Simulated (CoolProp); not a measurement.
A single-stage vapour-compression cycle with the fluid: evaporating at 273.15 K (dew point), condensing at 316.15 K (bubble point), superheat 5 K, subcooling 5 K, compressor efficiency 0.7, no pressure losses. The same conditions are run with several fluids, on thermodynamics alone (safety and materials aside).

The numbers come from the reference Helmholtz-energy equation of state of each fluid (propylene: Lemmon 2013; cis-2-butene: Lemmon 2005; R124: de Vries 1995; hydrogen chloride: Thol 2018; R245fa: Akasaka 2015; R22: Kamei 1995) in CoolProp.

**Question.** Rank propylene, cis-2-butene, R124, hydrogen chloride, R245fa, R22 by cooling COP, highest first.

**Answer.** cis-2-butene (3.94), R245fa (3.86), R124 (3.76), R22 (3.68), propylene (3.61), hydrogen chloride (2.93)

```json
[
 {"fluid": "propylene", "pressure ratio": "3.02", "discharge temperature (K)": "341.8", "refrigerating effect (kJ/kg)": "287", "volumetric capacity (kJ/m³)": "3440"},
 {"fluid": "cis-2-butene", "pressure ratio": "4.19", "discharge temperature (K)": "341.2", "refrigerating effect (kJ/kg)": "340", "volumetric capacity (kJ/m³)": "750"},
 {"fluid": "R124", "pressure ratio": "3.95", "discharge temperature (K)": "329.8", "refrigerating effect (kJ/kg)": "121", "volumetric capacity (kJ/m³)": "1230"},
 {"fluid": "hydrogen chloride", "pressure ratio": "2.70", "discharge temperature (K)": "385.7", "refrigerating effect (kJ/kg)": "232", "volumetric capacity (kJ/m³)": "12400"},
 {"fluid": "R245fa", "pressure ratio": "5.19", "discharge temperature (K)": "329.9", "refrigerating effect (kJ/kg)": "159", "volumetric capacity (kJ/m³)": "505"},
 {"fluid": "R22", "pressure ratio": "3.31", "discharge temperature (K)": "355.4", "refrigerating effect (kJ/kg)": "162", "volumetric capacity (kJ/m³)": "3340"}
]
```
